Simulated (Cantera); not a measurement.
An adiabatic, constant-volume homogeneous reactor starts with H2 : O2 : N2 : NO = 1 : 0.794 : 2.98 : 0.014 (molar parts), at 1400 K and 100000 Pa.

Computed with Cantera and GRI-Mech 3.0 (53 species, 325 reactions).

Problem. Predict: time of steepest temperature rise; temperature at 0.600 s; equilibrium temperature; x(H2) at 0.600 s; x(O2) at 0.600 s; x(NO) at 0.600 s; x(O) at 0.600 s; x(H2O) at 0.600 s.

Solution. 
| Quantity | Result |
|---|---|
| time of steepest temperature rise | 18.9 µs |
| temperature at 0.600 s | 2782 K |
| equilibrium temperature | 2782 K |
| x(H2) at 0.600 s | 0.0126 (gas-phase equilibrium 0.0126) |
| x(O2) at 0.600 s | 0.0565 (gas-phase equilibrium 0.0565) |
| x(NO) at 0.600 s | 0.0172 (gas-phase equilibrium 0.0172) |
| x(O) at 0.600 s | 0.00894 (gas-phase equilibrium 0.00894) |
| x(H2O) at 0.600 s | 0.198 (gas-phase equilibrium 0.198) |
